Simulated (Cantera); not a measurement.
Input: 1 mol Si2Cl6, 0.017 mol HCl, 680 mol H2, at 0.133 bar.

Equilibrium computed with Cantera from the NASA thermochemical tables; the gas is ideal and each condensed phase is pure. Candidate condensed phases: Si; 19 gas species. The feed counts by its element totals alone. The tables' values for SiCl3 are old estimates; treat these amounts as uncertain. Gases not in the tables: Si2H6 and higher silanes. The numbers say what is thermodynamically allowed, not how fast it happens.

x: gas mole fraction; n: condensed amount in mol.

```csv
T (K),x H2,x HCl,x SiHCl3,x SiCl4,x H,x SiCl2,x SiH2Cl2,n Si(s),n Si(l)
800,0.997,0.000756,0.00123,0.00103,7.92e-12,5.88e-7,0.000119,0.373,0
900,0.996,0.00233,0.000986,0.000814,3.19e-10,7.43e-6,0.000113,0.681,0
1000,0.994,0.00507,0.000576,0.000418,6.20e-9,4.40e-5,8.58e-5,1.21,0
1100,0.992,0.00750,0.000180,9.24e-5,7.05e-8,0.000116,4.21e-5,1.69,0
1200,0.991,0.00827,…,…,…,…,…,1.84,0
1300,0.991,0.00837,7.01e-6,1.30e-6,3.02e-6,0.000189,5.34e-6,1.86,0
1400,0.991,0.00837,1.73e-6,2.06e-7,1.33e-5,0.000209,2.18e-6,1.85,0
1500,0.991,0.00835,…,…,…,0.000226,…,1.84,0
1600,0.991,0.00832,1.77e-7,1.03e-8,0.000148,0.000241,5.08e-7,1.83,0
1700,0.991,0.00830,6.80e-8,2.95e-9,0.000402,0.000249,2.74e-7,0,1.81
```

Question: Complete the blanks.

Answer: 
- 1200, x SiHCl3: 3.46e-5
- 1200, x SiCl4: 1.06e-5
- 1200, x H: 5.38e-7
- 1200, x SiCl2: 0.000163
- 1200, x SiH2Cl2: 1.48e-5
- 1500, x SiHCl3: 5.13e-7
- 1500, x SiCl4: 4.17e-8
- 1500, x H: 4.80e-5
- 1500, x SiH2Cl2: 1.00e-6
